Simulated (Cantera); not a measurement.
Input (Python, Cantera) and output of one run.

```python
import numpy as np
import cantera as ct

gas_names = [...]  # 91 gases of nasa_gas.yaml made of C, Cl, H
cond_names = """
    C(gr) C6H6(L) C7H8(L) C8H18(L),n-octa
""".split()


# ... load() reads the species with a 1 bar reference pressure and builds the phases ...
atoms = {
    'CH3Cl': {'C': 1, 'H': 3, 'CL': 1},
    'H2': {'H': 2},
}
top_T = {'C(gr)': 4500}  # K; cautious upper limits of use, not melting points


# ... equilibrate(T, P, feed) seeds the gas with the atoms and calls Mixture.equilibrate('TP', solver="vcs", rtol=1e-11, max_steps=5000) ...
results = []
feed = {'CH3Cl': 1, 'H2': 0.65}  # mol
P = 11  # Pa
for T in [900, 1100, 1300, 1500, 1700, 1900, 2100, 2300, 2500, 2700, 2900, 3100, 3300]:
    mix = equilibrate(T, P, feed)
    results.append((T, P, feed, dict(zip(mix.species_names, mix.species_moles))))
    x = sorted(zip(gas.X, gas.species_names), reverse=True)
    print(f"T = {T:g} K  P = {P:g} Pa  gas = {mix.phase_moles(0):.4g} mol")
    print("   x: " + "  ".join(f"{s} {v:.3e}" for v, s in x if v > 1e-06))
    print("   condensed (mol): " + ("  ".join(f"{mix.phase(i).name} {mix.phase_moles(i):.4g}"
          for i in range(1, mix.n_phases) if mix.phase_moles(i) > 1e-12) or "none"))
```

Result:

```
T = 900 K  P = 11 Pa  gas = 2.65 mol
   x: H2 6.226e-01  HCL 3.774e-01  CH4 1.331e-05
   condensed (mol): C(gr) 1
T = 1100 K  P = 11 Pa  gas = 2.65 mol
   x: H2 6.226e-01  HCL 3.774e-01  H 1.945e-06  CH4 1.531e-06  CL 1.056e-06
   condensed (mol): C(gr) 1
T = 1300 K  P = 11 Pa  gas = 2.65 mol
   x: H2 6.226e-01  HCL 3.773e-01  H 8.323e-05  CL 4.254e-05
   condensed (mol): C(gr) 1
T = 1500 K  P = 11 Pa  gas = 2.653 mol
   x: H2 6.217e-01  HCL 3.763e-01  H 1.323e-03  CL 6.458e-04  C2H2,acetylene 5.610e-06
   condensed (mol): C(gr) 1
T = 1700 K  P = 11 Pa  gas = 2.672 mol
   x: H2 6.146e-01  HCL 3.692e-01  H 1.101e-02  CL 5.143e-03  C2H2,acetylene 4.511e-05
   condensed (mol): C(gr) 0.9998
T = 1900 K  P = 11 Pa  gas = 2.765 mol
   x: H2 5.804e-01  HCL 3.365e-01  H 5.764e-02  CL 2.522e-02  C2H2,acetylene 2.216e-04
   condensed (mol): C(gr) 0.9988
T = 2100 K  P = 11 Pa  gas = 3.085 mol
   x: H2 4.713e-01  HCL 2.458e-01  H 2.039e-01  CL 7.828e-02  C2H2,acetylene 6.808e-04  C2H 7.619e-06  C3 2.624e-06  C 2.153e-06  C2HCL 1.878e-06
   condensed (mol): C(gr) 0.9957
T = 2300 K  P = 11 Pa  gas = 3.845 mol
   x: H 4.743e-01  H2 2.642e-01  CL 1.467e-01  HCL 1.134e-01  C2H2,acetylene 1.142e-03  C3 1.520e-04  C2H 9.257e-05  C 7.605e-05  C2 1.350e-05  C2HCL 3.949e-06  C4H2 2.020e-06
   condensed (mol): C(gr) 0.9883
T = 2500 K  P = 11 Pa  gas = 4.775 mol
   x: H 6.979e-01  CL 1.787e-01  H2 8.476e-02  HCL 3.071e-02  C3 4.519e-03  C 1.513e-03  C2H2,acetylene 9.169e-04  C2H 5.421e-04  C2 4.163e-04  C5 1.345e-05  CH 5.590e-06  C4H2 4.096e-06  C2HCL 3.808e-06  C4 2.804e-06
   condensed (mol): C(gr) 0.9096
T = 2700 K  P = 11 Pa  gas = 5.56 mol
   x: H 7.290e-01  CL 1.736e-01  C3 4.923e-02  H2 1.810e-02  C 1.638e-02  HCL 6.202e-03  C2 5.541e-03  C2H 1.320e-03  C2H2,acetylene 3.088e-04  C5 2.375e-04  C4 5.492e-05  CH 1.800e-05  C4H2 2.189e-06  CCL 2.044e-06  C2HCL 1.637e-06
   condensed (mol): none
T = 2900 K  P = 11 Pa  gas = 5.832 mol
   x: H 7.265e-01  CL 1.700e-01  C 5.558e-02  C3 3.165e-02  C2 9.762e-03  H2 4.395e-03  HCL 1.500e-03  C2H 5.168e-04  C5 4.415e-05  C4 2.571e-05  C2H2,acetylene 2.110e-05  CH 2.058e-05  CCL 2.317e-06
   condensed (mol): none
T = 3100 K  P = 11 Pa  gas = 6.128 mol
   x: H 6.988e-01  CL 1.628e-01  C 1.193e-01  C2 8.753e-03  C3 8.710e-03  H2 1.189e-03  HCL 4.090e-04  C2H 1.207e-04  CH 1.651e-05  C4 4.004e-06  C5 2.272e-06  CCL 1.863e-06  C2H2,acetylene 1.041e-06
   condensed (mol): none
T = 3300 K  P = 11 Pa  gas = 6.266 mol
   x: H 6.853e-01  CL 1.594e-01  C 1.507e-01  C2 3.315e-03  C3 7.528e-04  H2 3.871e-04  HCL 1.345e-04  C2H 1.424e-05  CH 8.915e-06  CCL 1.009e-06
   condensed (mol): none
```

Cantera equilibrium calculation (NASA polynomials, part measured and part estimated; ideal gas, pure solids and liquids).
